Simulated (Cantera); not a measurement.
Input (Python, Cantera):

```python
import numpy as np
import cantera as ct

gas = ct.Solution("gri30.yaml")
gas.TPX = 1673, 120000, {'H2': 1, 'O2': 1.09, 'N2': 4.09}
reactor = ct.IdealGasConstPressureReactor(gas, energy="on", clone=False)
net = ct.ReactorNet([reactor])
net.rtol, net.atol = 1e-08, 1e-16
show = ['H2', 'O2', 'NO2', 'O', 'N2O', 'NO', 'H2O2']
times = np.geomspace(1e-06, 1, 11)

steps = ct.SolutionArray(gas, extra=["t"])
rows = []
print(f"{'t/s':>10s}{'T/K':>9s}{'P/Pa':>11s}" + "".join(f"{s:>11s}" for s in show))
for t in times:
    while net.time < t:
        t_next = net.step()
        steps.append(gas.state, t=t_next)
    rows.append([np.interp(t, steps.t, y) for y in (steps.T, steps.P, *steps(*show).X.T)])
    print(f"{t:10.3e}{rows[-1][0]:9.1f}{rows[-1][1]:11.4g}" + "".join(f"{x:11.3e}" for x in rows[-1][2:]))
rate = np.gradient(steps.T, steps.t)
print("integrator steps:", len(steps.t))
if steps.T.max() > steps.T[0] + 200:
    print(f"time of steepest temperature rise: {steps.t[rate.argmax()]:.4e} s")
gas.TPX = 1673, 120000, {'H2': 1, 'O2': 1.09, 'N2': 4.09}
gas.equilibrate("HP")
print(f"equilibrium (HP): T = {gas.T:.1f} K  " + "  ".join(f"{s} {gas[s].X[0]:.3e}" for s in show))
```

Result:

```
       t/s      T/K       P/Pa         H2         O2        NO2          O        N2O         NO       H2O2
 1.000e-06   1673.0    1.2e+05  1.618e-01  1.764e-01  1.771e-19  6.549e-07  2.751e-12  2.821e-14  1.346e-08
 3.981e-06   1673.3    1.2e+05  1.607e-01  1.758e-01  3.008e-15  1.615e-04  2.548e-10  3.712e-11  1.851e-07
 1.585e-05   1992.0    1.2e+05  1.848e-02  9.337e-02  5.724e-09  3.389e-02  1.964e-07  2.589e-05  6.452e-07
 6.310e-05   2407.9    1.2e+05  1.074e-02  9.385e-02  4.510e-08  1.709e-02  3.716e-07  1.378e-04  2.670e-07
 2.512e-04   2607.4    1.2e+05  4.818e-03  9.650e-02  4.397e-07  7.249e-03  8.262e-07  7.570e-04  4.602e-07
 1.000e-03   2609.0    1.2e+05  4.640e-03  9.558e-02  1.779e-06  6.893e-03  8.471e-07  3.028e-03  4.719e-07
 3.981e-03   2600.4    1.2e+05  4.549e-03  9.259e-02  5.619e-06  6.521e-03  8.806e-07  9.631e-03  4.583e-07
 1.585e-02   2591.7    1.2e+05  4.459e-03  8.961e-02  9.379e-06  6.161e-03  9.504e-07  1.620e-02  4.447e-07
 6.310e-02   2591.2    1.2e+05  4.453e-03  8.942e-02  9.608e-06  6.139e-03  9.557e-07  1.660e-02  4.439e-07
 2.512e-01   2591.2    1.2e+05  4.453e-03  8.942e-02  9.608e-06  6.139e-03  9.557e-07  1.660e-02  4.439e-07
 1.000e+00   2591.2    1.2e+05  4.453e-03  8.942e-02  9.608e-06  6.139e-03  9.557e-07  1.660e-02  4.439e-07
integrator steps: 1240
time of steepest temperature rise: 7.5144e-06 s
equilibrium (HP): T = 2591.2 K  H2 4.453e-03  O2 8.942e-02  NO2 9.608e-06  O 6.139e-03  N2O 9.557e-07  NO 1.660e-02  H2O2 4.439e-07
```

Cantera simulation using GRI-Mech 3.0 (53 species, 325 reactions); the numbers are that mechanism's predictions, not measurements.
